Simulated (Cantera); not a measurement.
**Gas-phase reforming**

An isothermal, constant-pressure homogeneous reactor starts with CH4 : H2O : N2 = 1 : 0.57 : 0.0078 (molar parts), at 1973 K and 4.00 bar.

Computed with Cantera and GRI-Mech 3.0 (53 species, 325 reactions). GRI-Mech 3.0 stops at C3 and has no aromatics, soot or wall deposition, so with more carbon than oxygen in the feed, carbon stays in small species such as C2H2 where larger ones or solid carbon would form.

```json
[
 {"t (s)": "3.00e-6", "x CH4": "0.615", "x H2O": "0.359", "x CH3": "0.00742", "x O": "9.43e-9", "x OH": "2.22e-5"},
 {"t (s)": "8.46e-6", "x CH4": "0.563", "x H2O": "0.352", "x CH3": "0.0105", "x O": "1.94e-8", "x OH": "3.28e-5"},
 {"t (s)": "2.38e-5", "x CH4": "0.426", "x H2O": "0.324", "x CH3": "0.00848", "x O": "1.60e-8", "x OH": "3.16e-5"},
 {"t (s)": "6.72e-5", "x CH4": "0.269", "x H2O": "0.282", "x CH3": "0.00485", "x O": "8.24e-9", "x OH": "2.48e-5"},
 {"t (s)": "0.000189", "x CH4": "0.148", "x H2O": "0.248", "x CH3": "0.00260", "x O": "5.43e-9", "x OH": "2.11e-5"},
 {"t (s)": "0.000534", "x CH4": "0.0715", "x H2O": "0.220", "x CH3": "0.00127", "x O": "4.30e-9", "x OH": "1.87e-5"},
 {"t (s)": "0.00151", "x CH4": "0.0367", "x H2O": "0.187", "x CH3": "0.000656", "x O": "3.70e-9", "x OH": "1.59e-5"},
 {"t (s)": "0.00424", "x CH4": "0.0262", "x H2O": "0.137", "x CH3": "0.000454", "x O": "2.88e-9", "x OH": "1.14e-5"},
 {"t (s)": "0.0120", "x CH4": "0.0201", "x H2O": "0.0759", "x CH3": "0.000331", "x O": "1.73e-9", "x OH": "5.98e-6"},
 {"t (s)": "0.0337", "x CH4": "0.0145", "x H2O": "0.0255", "x CH3": "0.000231", "x O": "6.37e-10", "x OH": "1.94e-6"},
 {"t (s)": "0.0950", "x CH4": "0.0117", "x H2O": "0.00277", "x CH3": "0.000183", "x O": "7.26e-11", "x OH": "2.08e-7"},
 {"t (s)": "0.268", "x CH4": "0.0113", "x H2O": "1.56e-5", "x CH3": "0.000177", "x O": "<1e-12", "x OH": "1.17e-9"},
 {"t (s)": "0.755", "x CH4": "0.0113", "x H2O": "6.07e-6", "x CH3": "0.000177", "x O": "<1e-12", "x OH": "4.55e-10"},
 {"t (s)": "2.13", "x CH4": "0.0113", "x H2O": "6.07e-6", "x CH3": "0.000177", "x O": "<1e-12", "x OH": "4.55e-10"},
 {"t (s)": "6.00", "x CH4": "0.0113", "x H2O": "6.07e-6", "x CH3": "0.000177", "x O": "<1e-12", "x OH": "4.55e-10"}
]
```
x: mole fraction; the columns are a selection and need not sum to one.

Equilibrium at this temperature and pressure: CH4 0.0112, H2O 6.21e-6, CH3 0.000175, O <1e-12, OH 4.65e-10 (gas phase only).
